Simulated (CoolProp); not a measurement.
Vapour-liquid equilibrium of CH3F (R41) (1) + chloromethane (R40) (2) at 277.6 K; x and y are mole fractions of (1).

The numbers come from the multi-fluid Helmholtz-energy mixture model, Lemmon 2006 and Thol 2014; pair parameters Bell 2016 in CoolProp.

```json
[
 {"x": "0.05", "bubble pressure (MPa)": "0.4009", "y at the bubble point": "0.265", "dew pressure at overall composition x (MPa)": "0.3172", "liquid density (mol/L)": "18.96"},
 {"x": "0.15", "bubble pressure (MPa)": "0.5990", "y at the bubble point": "0.538", "dew pressure at overall composition x (MPa)": "0.3514", "liquid density (mol/L)": "19.17"},
 {"x": "0.25", "bubble pressure (MPa)": "0.7966", "y at the bubble point": "0.677", "dew pressure at overall composition x (MPa)": "0.3937", "liquid density (mol/L)": "19.36"},
 {"x": "0.35", "bubble pressure (MPa)": "0.9917", "y at the bubble point": "0.762", "dew pressure at overall composition x (MPa)": "0.4472", "liquid density (mol/L)": "19.53"},
 {"x": "0.45", "bubble pressure (MPa)": "1.183", "y at the bubble point": "0.820", "dew pressure at overall composition x (MPa)": "0.5172", "liquid density (mol/L)": "19.66"},
 {"x": "0.55", "bubble pressure (MPa)": "1.373", "y at the bubble point": "0.864", "dew pressure at overall composition x (MPa)": "0.6124", "liquid density (mol/L)": "19.77"},
 {"x": "0.65", "bubble pressure (MPa)": "1.562", "y at the bubble point": "0.899", "dew pressure at overall composition x (MPa)": "0.7488", "liquid density (mol/L)": "19.83"},
 {"x": "0.75", "bubble pressure (MPa)": "1.755", "y at the bubble point": "0.929", "dew pressure at overall composition x (MPa)": "0.9584", "liquid density (mol/L)": "19.83"},
 {"x": "0.85", "bubble pressure (MPa)": "1.957", "y at the bubble point": "0.957", "dew pressure at overall composition x (MPa)": "1.308", "liquid density (mol/L)": "19.76"},
 {"x": "0.95", "bubble pressure (MPa)": "2.178", "y at the bubble point": "0.985", "dew pressure at overall composition x (MPa)": "1.905", "liquid density (mol/L)": "19.60"}
]
```

No azeotrope shows between x = 0.05 and 0.95.

The pair parameters rest on a limited set of measurements; away from them the model extrapolates.
